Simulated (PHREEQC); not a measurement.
0.045 g of hydrous ferric oxide (600 m²/g; 0.2 weak and 0.005 strong sites per Fe, Dzombak-Morel constants, diffuse double layer) in 1 kg of water with 0.001 mol/kgw of an inert sodium salt and 3.4e-05 mol H3BO3 and 3.9e-05 mol MgCl2, at 25 °C; the pH is set by adding NaOH or the inert anion's acid. Oxygen is held at 0.21 atm. No CO2 enters from the air. No solid was allowed to form.

The series has 13 steps of pH, from 4 to 10.

All values are PHREEQC results (ion-association model, wateq4f.dat), not measurements.

Task: Near which pH is half of the Mg sorbed, and on which side is more sorbed?

Result: Near pH 8.7, with more sorbed at higher pH.

Species that the database lacks are ignored.
